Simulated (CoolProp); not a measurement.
Vapour pressure (bar) of CH2F2 (R32): the reference equation beside estimates from Tc = 351.3 K, pc = 57.83 bar, ω = 0.277. Clausius-Clapeyron is anchored at 242 K with a constant enthalpy of vaporisation of 18.64 kJ/mol.

Model: reference Helmholtz-energy equation of state, Tillner-Roth 1997, in CoolProp.

```csv
T (K),reference,Lee-Kesler,Clausius-Clapeyron,van der Waals,Redlich-Kwong,Soave-Redlich-Kwong,Peng-Robinson
198.2,0.2628,0.2433,0.3366,3.491,0.6027,0.2471,0.2568
207,0.4559,0.4308,0.5445,4.525,0.9780,0.4354,0.4475
215.7,0.7472,0.7184,0.8427,5.736,1.505,0.7232,0.7363
224.5,1.178,1.149,1.266,7.167,2.232,1.153,1.165
233.2,1.778,1.756,1.838,8.799,3.181,1.757,1.764
242,2.607,2.599,2.607,10.68,4.415,2.598,2.594
250.7,3.695,3.710,3.595,12.79,5.944,3.707,3.687
259.5,5.124,5.169,4.869,15.18,7.844,5.168,5.125
268.2,6.917,7.000,6.443,17.80,10.11,7.009,6.934
277,9.182,9.304,8.403,20.74,12.83,9.338,9.222
285.7,11.93,12.09,10.75,23.92,15.98,12.17,12.01
294.4,15.26,15.46,13.56,27.40,19.63,15.59,15.38
303.2,19.30,19.51,16.91,31.22,23.85,19.73,19.47
311.9,24.04,24.26,20.78,35.31,28.59,24.57,24.27
320.7,29.68,29.89,25.31,39.77,33.98,30.29,29.98
```

Absolute difference from the reference over all 15 rows, mean and median: Lee-Kesler 2.0 and 1.2 %, Clausius-Clapeyron 10.4 and 9.9 %, van der Waals 336.7 and 196.3 %, Redlich-Kwong 60.2 and 53.1 %, Soave-Redlich-Kwong 2.1 and 2.1 %, Peng-Robinson 0.9 and 0.8 %.
